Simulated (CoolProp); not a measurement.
Saturation properties of tetradecamethylhexasiloxane (MD4M).

The numbers come from the reference Helmholtz-energy equation of state, Thol 2019 in CoolProp.

```json
[
 {"T (K)": "389.6", "p (MPa)": "0.0007677", "vapour Z": "0.9971", "surface tension (mN/m)": "12.2"},
 {"T (K)": "394.9", "p (MPa)": "0.001009", "vapour Z": "0.9964", "surface tension (mN/m)": "11.9"},
 {"T (K)": "400.3", "p (MPa)": "0.001319", "vapour Z": "0.9956", "surface tension (mN/m)": "11.5"},
 {"T (K)": "405.6", "p (MPa)": "0.001699", "vapour Z": "0.9946", "surface tension (mN/m)": "11.2"},
 {"T (K)": "411", "p (MPa)": "0.002178", "vapour Z": "0.9934", "surface tension (mN/m)": "10.9"},
 {"T (K)": "416.3", "p (MPa)": "0.002755", "vapour Z": "0.9920", "surface tension (mN/m)": "10.6"},
 {"T (K)": "421.6", "p (MPa)": "0.003456", "vapour Z": "0.9905", "surface tension (mN/m)": "10.2"},
 {"T (K)": "427", "p (MPa)": "0.004318", "vapour Z": "0.9887", "surface tension (mN/m)": "9.93"},
 {"T (K)": "432.3", "p (MPa)": "0.005332", "vapour Z": "0.9866", "surface tension (mN/m)": "9.62"},
 {"T (K)": "437.6", "p (MPa)": "0.006537", "vapour Z": "0.9844", "surface tension (mN/m)": "9.32"},
 {"T (K)": "443", "p (MPa)": "0.007989", "vapour Z": "0.9818", "surface tension (mN/m)": "9.01"},
 {"T (K)": "448.3", "p (MPa)": "0.009662", "vapour Z": "0.9789", "surface tension (mN/m)": "8.71"},
 {"T (K)": "453.7", "p (MPa)": "0.01165", "vapour Z": "0.9757", "surface tension (mN/m)": "8.40"}
]
```

It boils at 532.8 K under 1 atm.

Surface tension comes from a separate correlation (Mulero 2014), older than this fluid's equation and unchecked against measurements.
